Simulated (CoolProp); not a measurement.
Vapour-liquid equilibrium of hydrogen chloride (1) + propane (2) at -65.25 °C; x and y are mole fractions of (1).

The numbers come from the multi-fluid Helmholtz-energy mixture model, Thol 2018 and Lemmon 2009; pair parameters Bell 2016 in CoolProp.

```csv
x,"bubble pressure, mixture model (MPa)","bubble pressure, Raoult's law (MPa)","y, mixture model","y, Raoult's law"
0.05,0.07134,0.04429,0.564,0.312
0.2,0.1581,0.08094,0.823,0.683
0.35,0.2050,0.1176,0.875,0.823
0.5,0.2279,0.1542,0.897,0.896
0.65,0.2412,0.1909,0.911,0.941
0.8,0.2542,0.2276,0.930,0.972
0.95,0.2707,0.2642,0.973,0.994
```

The largest gap from Raoult's law is +95.3 % in bubble pressure, at x = 0.2. No azeotrope shows between x = 0.05 and 0.95.

The pair parameters rest on a limited set of measurements; away from them the model extrapolates. With so large a gap from Raoult's law the liquid may split in two, which this calculation doesn't test in full.
